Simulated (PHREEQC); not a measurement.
Dissolve 35 mmol/kgw (NH4)2SO4 at 80 °C. Closed to the air; pH follows from the charge balance.

Equilibrium calculation in PHREEQC: ion-association model, phreeqc.dat.

Each row changes one thing in this solution. This is a speciation only: nothing precipitates in the calculation.

| case | pH | ionic strength (mol/kgw) | NH4+ (mol/kgw) | SO4-2 (mol/kgw) | NH4SO4- (mol/kgw) | NH3 (mol/kgw) |
|---|---|---|---|---|---|---|
| as made | 4.99 | 0.0901 | 0.0626 | 0.0276 | 0.00738 | 6.41e-5 |
| (NH4)2SO4 from 0.035 to 0.0175 mol/kgw | 5.04 | 0.0472 | 0.0323 | 0.0149 | 0.00261 | 4.02e-5 |
| (NH4)2SO4 from 0.035 to 0.35 mol/kgw | 4.85 | 0.752 | 0.551 | 0.201 | 0.149 | 0.000249 |
| temperature from 80 to 85 °C | ___ | 0.0903 | 0.0626 | 0.0276 | 0.00731 | 7.65e-5 |
| temperature from 80 to 30 °C | 5.43 | 0.0891 | 0.0620 | ___ | 0.00795 | 9.87e-6 |
| diluted 5-fold with water | 5.11 | 0.0198 | 0.0134 | 0.00639 | ___ | 2.15e-5 |
| diluted 2-fold with water | 5.04 | 0.0472 | 0.0323 | 0.0149 | 0.00261 | 4.02e-5 |

What belongs in the gaps?


- temperature from 80 to 85 °C, pH: 4.96
- temperature from 80 to 30 °C, SO4-2 (mol/kgw): 0.0270
- diluted 5-fold with water, NH4SO4- (mol/kgw): 0.000598

The ionic strength passes 0.7 mol/kgw, the rough limit of the ion-association models, in (NH4)2SO4 from 0.035 to 0.35 mol/kgw. Species that the database lacks are ignored. At this temperature some constants are extrapolated from 25 °C, and those without enthalpy data are left unchanged.
